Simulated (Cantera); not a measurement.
Charge: 1 mol B, 0.066 mol H2O, 4.8 mol N2, held at 30.0 Pa.

Cantera equilibrium calculation (NASA polynomials, part measured and part estimated; ideal gas, pure solids and liquids). Candidate condensed phases: B, BN, B2O3, B3O3H3, H2O; 39 gas species. N2 is the only nitrogen source here; it is nearly inert below about 1500 K, so the nitride shown seldom forms there in practice. Mutual solubility and eutectic melting of coexisting phases are not modelled. The numbers say what is thermodynamically allowed, not how fast it happens.

log p: log10 of the partial pressure in bar; n: condensed amount in mol.

| T (°C) | log p N2 | log p H2 | log p B2O3 | log p B2O2 | n BN(s) | n B2O3(l) |
|---|---|---|---|---|---|---|
| 552 | -3.53 | -5.35 | <-15 | <-15 | 0.956 | 0.0220 |
| 652 | -3.53 | -5.35 | ___ | <-15 | 0.956 | 0.0220 |
| 752 | -3.53 | -5.35 | ___ | ___ | 0.956 | 0.0220 |
| 852 | -3.53 | -5.35 | -9.18 | -11.71 | 0.956 | 0.0218 |
| 952 | -3.53 | -5.35 | -7.69 | -9.70 | 0.956 | 0.0211 |
| 1052 | -3.53 | -5.36 | -6.44 | -8.01 | 0.957 | 0.0142 |
| 1152 | -3.53 | -5.37 | -5.93 | -6.93 | 0.955 | 0 |
| 1252 | -3.53 | -5.38 | -6.04 | -6.37 | 0.949 | 0 |
| 1352 | -3.53 | -5.40 | -6.41 | -6.05 | 0.940 | 0 |

Question: What belongs in the gaps?

Answer: 
- 652, log p B2O3: -13.17
- 752, log p B2O3: -10.97
- 752, log p B2O2: -14.12
